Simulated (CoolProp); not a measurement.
The numbers come from the reference Helmholtz-energy equation of state, Tillner-Roth 1997 in CoolProp.

Task: Give the vapour pressure (MPa), enthalpy of vaporisation (kJ/kg), surface tension (mN/m), liquid viscosity (µPa s) of saturated CH2F2 (R32) at -22.65 °C.

Result: 
```csv
T (°C),p (MPa),enthalpy of vaporisation (kJ/kg),surface tension (mN/m),liquid viscosity (µPa s)
-22.65,0.367,348,15.1,203
```

Viscosity comes from a separate model (Bell 2016), an estimate that may be off by 10 % or more. Surface tension comes from a separate correlation (Mulero 2012).
